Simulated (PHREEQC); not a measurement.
# Ultrapure water in contact with air or piping: an equilibrium model

Model water analysis in mg/L, 20 °C, pH 5.76, pe 10.6:

| constituent | mg/L |
|---|---|
| Na | 0.0162 |
| K | 0.0445 |
| Ca | 0.0347 |
| Mg | 0.0185 |
| Cl | 0.0271 |
| S(6) as SO4 | 0.0372 |
| Alkalinity as HCO3 | 0.219 |
| N(5) as NO3 | 0.01 |
| Br | 0.00104 |
| F | 0.00089 |
| Cd | 0.000488 |
| Si as SiO2 | 0.00519 |

Na is adjusted to close the charge balance.
Valence states are taken as typed.

All values are PHREEQC results (ion-association model, phreeqc.dat), not measurements.

Each row changes one thing in this solution. No solid was allowed to form.

```
case                                               ionic strength (mol/kgw)  CO2 (mol/kgw)  HCO3- (mol/kgw)  CO3-2 (mol/kgw)  HF (mol/kgw)  MgSO4 (mol/kgw)  SI of Quartz (SiO2)
-------------------------------------------------  ------------------------  -------------  ---------------  ---------------  ------------  ---------------  -------------------
as made                                                             9.11e-6        2.22e-5          5.33e-6         1.30e-10      1.11e-10         5.89e-11                -3.01
temperature from 20 to 25 °C at the same typed pH                   9.11e-6        2.07e-5          5.33e-6              [?]      1.21e-10              [?]                -3.08
all concentrations times 3 at the same typed pH                     2.39e-5        5.21e-5              [?]         3.08e-10      3.32e-10         5.22e-10                -2.53
pH from 5.76 to 6.76 at the same alkalinity                         7.54e-6        1.55e-6          3.72e-6         9.11e-10           [?]         5.91e-11                -3.01
Ca from 0.0347 to 0.0174 mg/L                                       8.68e-6        2.22e-5          5.33e-6         1.30e-10      1.11e-10         5.89e-11                -3.01
```

Problem. Some entries are withheld; supply them.

Solution. 
- temperature from 20 to 25 °C at the same typed pH, CO3-2 (mol/kgw): 1.45e-10
- temperature from 20 to 25 °C at the same typed pH, MgSO4 (mol/kgw): 6.71e-11
- all concentrations times 3 at the same typed pH, HCO3- (mol/kgw): 1.25e-5
- pH from 5.76 to 6.76 at the same alkalinity, HF (mol/kgw): 1.11e-11

Species that the database lacks are ignored. SiF6-2 is the database's only silicon fluoride.
